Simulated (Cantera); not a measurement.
A perfectly stirred reactor is fed with 19.2 % CH4, 80.8 % CO2, at 1500000 Pa; it is held at 1498 K, and followed from long to short residence time.

Model: GRI-Mech 3.0 (53 species, 325 reactions), integrated in Cantera. The pressure lies above the range GRI-Mech 3.0 was tuned for (to about 10 atm).

x: mole fraction; the columns are a selection and need not sum to one.

| τ (s) | x CH4 | x CO2 | x CH2CO | x O2 | x O | x CO |
|---|---|---|---|---|---|---|
| 23 | 0.0201 | 0.331 | 4.12e-6 | <1e-12 | <1e-12 | 0.399 |
| 6.5 | 0.0283 | 0.376 | 1.12e-5 | <1e-12 | <1e-12 | 0.354 |
| 1.8 | 0.0373 | 0.444 | 2.49e-5 | 1.26e-12 | <1e-12 | 0.282 |
| 0.50 | 0.0578 | 0.540 | 3.28e-5 | 2.09e-12 | <1e-12 | 0.188 |
| 0.14 | … | … | … | 2.82e-12 | <1e-12 | … |
| 0.039 | 0.152 | 0.757 | 2.68e-6 | 2.13e-12 | <1e-12 | 0.0271 |
| 0.011 | 0.178 | 0.796 | 2.83e-7 | <1e-12 | <1e-12 | 0.00456 |
| 0.0030 | 0.188 | 0.806 | … | <1e-12 | <1e-12 | … |

Question: Complete the blanks.

Answer: 
- 0.14, x CH4: 0.103
- 0.14, x CO2: 0.660
- 0.14, x CH2CO: 1.53e-5
- 0.14, x CO: 0.0922
- 0.0030, x CH2CO: 1.43e-8
- 0.0030, x CO: 0.000458
